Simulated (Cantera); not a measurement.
Predominance diagram of Ba at 1002 °C against the partial pressures of O2 and H2O (log10, bar). Standard-state values (1 bar) from the NASA 1993 polynomials, evaluated with Cantera. Candidates: Ba(l), BaO(s), Ba(OH)2(l). Only these pure phases compete in this equilibrium. Not in the tables: the peroxide.

Task: Which phase is stable at these pairs, and which metal-bearing vapour leads over it? (-2.9, -2.4); (-1, -9.5); (-4.8, -4.8); (-7.6, 0); (-13.3, -4.8); (-17.1, -4.8); (-1, 0)

Result: 
```json
[
 {"log p(O2)": "-2.9", "log p(H2O)": "-2.4", "phase": "BaO(s)", "chief vapour": "Ba(OH)2", "log p (bar)": "-6.4"},
 {"log p(O2)": "-1", "log p(H2O)": "-9.5", "phase": "BaO(s)", "chief vapour": "Ba(OH)2", "log p (bar)": "-13.5"},
 {"log p(O2)": "-4.8", "log p(H2O)": "-4.8", "phase": "BaO(s)", "chief vapour": "Ba(OH)2", "log p (bar)": "-8.8"},
 {"log p(O2)": "-7.6", "log p(H2O)": "0", "phase": "Ba(OH)2(l)", "chief vapour": "Ba(OH)2", "log p (bar)": "-4.1"},
 {"log p(O2)": "-13.3", "log p(H2O)": "-4.8", "phase": "BaO(s)", "chief vapour": "Ba(OH)2", "log p (bar)": "-8.8"},
 {"log p(O2)": "-17.1", "log p(H2O)": "-4.8", "phase": "BaO(s)", "chief vapour": "Ba(OH)2", "log p (bar)": "-8.8"},
 {"log p(O2)": "-1", "log p(H2O)": "0", "phase": "Ba(OH)2(l)", "chief vapour": "Ba(OH)2", "log p (bar)": "-4.1"}
]
```
